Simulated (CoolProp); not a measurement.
Model: reference Helmholtz-energy equation of state, Lemmon 2006, in CoolProp. It is a short technical equation, of lower accuracy than the large ones.

For nitrous oxide, give the phase and the cp (kJ/(kg K)), speed of sound (m/s) at 319.2 K and 0.058 MPa; 319.2 K and 0.279 MPa.


- 319.2 K and 0.058 MPa: gas; cp 0.901, speed of sound 276
- 319.2 K and 0.279 MPa: gas; cp 0.912, speed of sound 274
